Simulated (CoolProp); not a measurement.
Vapour-liquid equilibrium of ammonia (1) + n-pentane (2) at 80.75 °C; x and y are mole fractions of (1).

The numbers come from the multi-fluid Helmholtz-energy mixture model, Gao 2020 and Thol 2019; pair parameters Bell 2016 in CoolProp.

### Question
Give the bubble pressure and the first vapour's composition at x = 0.35, 0.5, 0.65. Is there an azeotrope?

### Answer
x = 0.35: 30.28 bar, y = 0.858; x = 0.5: 35.04 bar, y = 0.875; x = 0.65: 37.09 bar, y = 0.885. No azeotrope shows between x = 0.05 and 0.95.

The pair parameters rest on a limited set of measurements; away from them the model extrapolates. With so large a gap from Raoult's law the liquid may split in two, which this calculation doesn't test in full.
